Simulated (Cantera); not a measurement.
## Reactions in the system Ca-F-S

Source: NASA polynomial tables (part measured, part estimated), evaluated in Cantera. Values are per mole of reaction as written; species without (g) are pure solids or liquids, kept so even where they would boil at 1 bar.

CaS + 2 SF₆(g) → 3 SF₄(g) + Ca

| T (K) | ΔH° (kJ) | ΔS° (J/K) | ΔG° (kJ) | log10 K |
|---|---|---|---|---|
| 448 | 626.2 | 306.1 | 489.1 | -57.02 |
| 498 | 626.4 | 306.5 | 473.8 | -49.69 |
| 548 | 626.4 | 306.6 | 458.4 | -43.70 |
| 598 | 626.4 | 306.5 | 443.1 | -38.70 |
| 648 | 626.3 | 306.4 | 427.8 | -34.48 |
| 698 | 626.2 | 306.2 | 412.5 | -30.87 |

CaS + 3 F₂(g) → SF₄(g) + CaF₂

```
T (K)  ΔH° (kJ)  ΔS° (J/K)  ΔG° (kJ)  log10 K
-----  --------  ---------  --------  -------
448     -1514.1     -292.2   -1383.2   161.27
498     -1513.3     -290.5   -1368.7   143.55
548     -1512.5     -288.8   -1354.2   129.08
598     -1511.5     -287.2   -1339.8   117.03
648     -1510.6     -285.7   -1325.5   106.84
698     -1509.6     -284.3   -1311.2    98.12
```
